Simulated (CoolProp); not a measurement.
Computed with CoolProp (reference Helmholtz-energy equation of state, Thol 2016).

### Question
For hexamethyldisiloxane (MM), give the phase and the density (kg/m³), cp (kJ/(kg K)), expansivity (1/kK), fugacity coefficient at 356.6 K and 468 kPa; 503.7 K and 468 kPa; 601.7 K and 468 kPa.

### Answer
- 356.6 K and 468 kPa: liquid; density 696, cp 2.06, expansivity 1.66, fugacity coefficient 0.127
- 503.7 K and 468 kPa: gas; density 20.2, cp 2.08, expansivity 2.89, fugacity coefficient 0.905
- 601.7 K and 468 kPa: gas; density 16.0, cp 2.26, expansivity 2.02, fugacity coefficient 0.950
